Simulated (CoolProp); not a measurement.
The fluid at 374.54 K and 0.072 MPa expands adiabatically to 0.0107 MPa with isentropic efficiency 1. The same conditions are run with several fluids, on thermodynamics alone (safety and materials aside).

Values from CoolProp's reference Helmholtz-energy equation of state of each fluid (hexamethyldisiloxane (MM): Thol 2016; R245ca: Zhou 2016; R152A: Outcalt 1996; C3F8 (R218): Lemmon 2006; R1336mzz(Z): McLinden 2020).

```
fluid                      work (kJ/kg)  final temperature (K)  final density (kg/m³)
-------------------------  ------------  ---------------------  ---------------------
hexamethyldisiloxane (MM)          34.7                  352.1                  0.598
R245ca                             41.5                  332.4                  0.520
R152A                              80.7                  301.4                  0.283
C3F8 (R218)                        30.0                  339.8                  0.713
R1336mzz(Z)                        34.1                  337.5                  0.628
```
